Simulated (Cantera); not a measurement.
## Adiabatic ignition

An adiabatic, constant-pressure homogeneous reactor starts with H2 : O2 : N2 : H2O = 1 : 0.455 : 1.71 : 0.099 (molar parts), equivalence ratio 1.1, at 1175 K and 500000 Pa.

Cantera simulation using GRI-Mech 3.0 (53 species, 325 reactions); the numbers are that mechanism's predictions, not measurements. The hydrogen kinetics of GRI-Mech 3.0 are dated; newer H2 mechanisms differ, most at raised pressure.

| t (s) | T (K) | x H2 | x O2 | x H2O | x HO2 | x OH |
|---|---|---|---|---|---|---|
| 8.00e-6 | 1175 | 0.306 | 0.139 | 0.0303 | 5.92e-7 | 4.25e-9 |
| 1.89e-5 | 1175 | 0.306 | 0.139 | 0.0303 | 4.13e-6 | 1.90e-8 |
| 4.45e-5 | 1176 | 0.306 | 0.139 | 0.0305 | 0.000123 | 1.28e-6 |
| 0.000105 | 2844 | 0.0496 | 0.00561 | 0.319 | 5.55e-6 | 0.0180 |
| 0.000247 | 2840 | 0.0501 | 0.00529 | 0.319 | 5.26e-6 | 0.0176 |
| 0.000583 | 2835 | 0.0510 | 0.00490 | 0.318 | 4.91e-6 | 0.0170 |
| 0.00137 | 2832 | 0.0514 | 0.00472 | 0.318 | 4.75e-6 | 0.0167 |
| 0.00324 | 2832 | 0.0514 | 0.00472 | 0.318 | 4.74e-6 | 0.0167 |
| 0.00763 | 2832 | 0.0514 | 0.00472 | 0.318 | 4.74e-6 | 0.0167 |
| 0.0180 | 2832 | 0.0514 | 0.00472 | 0.318 | 4.74e-6 | 0.0167 |
| 0.0424 | 2832 | 0.0514 | 0.00472 | 0.318 | 4.74e-6 | 0.0167 |
| 0.100 | 2832 | 0.0514 | 0.00472 | 0.318 | 4.74e-6 | 0.0167 |
x: mole fraction; the columns are a selection and need not sum to one.

```
Quantity                                                             Value
---------------------------------  ---------------------------------------
time of steepest temperature rise                                  56.6 µs
temperature at 0.100 s                                              2832 K
equilibrium temperature                                             2832 K
x(H2) at 0.100 s                     0.0514 (gas-phase equilibrium 0.0514)
x(O2) at 0.100 s                   0.00472 (gas-phase equilibrium 0.00472)
x(H2O) at 0.100 s                      0.318 (gas-phase equilibrium 0.318)
```
